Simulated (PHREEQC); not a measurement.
Synthetic water in mmol/kgw, 25 °C, pH 2.39, pe 10.7: Na 3.83; K 1.39; Ca 4.91; Mg 1.57; Cl 5.15; S(6) 10.3; Cd 0.0142.

Valence states are taken as typed.

All values are PHREEQC results (ion-association model, wateq4f.dat), not measurements.

Each row changes one thing in this solution. This is a speciation only: nothing precipitates in the calculation.

| case | ionic strength (mol/kgw) | SO4-2 (mol/kgw) | Ca+2 (mol/kgw) | HSO4- (mol/kgw) | K+ (mol/kgw) | CaSO4 (mol/kgw) | SI of Gypsum (CaSO4:2H2O) | SI of Halite (NaCl) |
|---|---|---|---|---|---|---|---|---|
| as made | 0.0311 | 0.00671 | 0.00355 | 0.00164 | 0.00136 | 0.00132 | -0.60 | -6.44 |
| S(6) from 10.3 to 20.6 mmol/kgw | ___ | 0.0145 | 0.00294 | 0.00328 | 0.00133 | 0.00192 | -0.43 | -6.47 |
| all concentrations times 2 at the same typed pH | ___ | 0.0129 | 0.00641 | 0.00279 | 0.00267 | 0.00331 | -0.19 | -5.88 |
| S(6) from 10.3 to 30.9 mmol/kgw | 0.0622 | 0.0227 | 0.00260 | ___ | ___ | 0.00224 | -0.36 | -6.50 |

Task: Some entries are withheld; supply them.

Result: 
- S(6) from 10.3 to 20.6 mmol/kgw, ionic strength (mol/kgw): 0.0458
- all concentrations times 2 at the same typed pH, ionic strength (mol/kgw): 0.0567
- S(6) from 10.3 to 30.9 mmol/kgw, HSO4- (mol/kgw): 0.00482
- S(6) from 10.3 to 30.9 mmol/kgw, K+ (mol/kgw): 0.00130

Complexes and solids missing from the database can't appear.
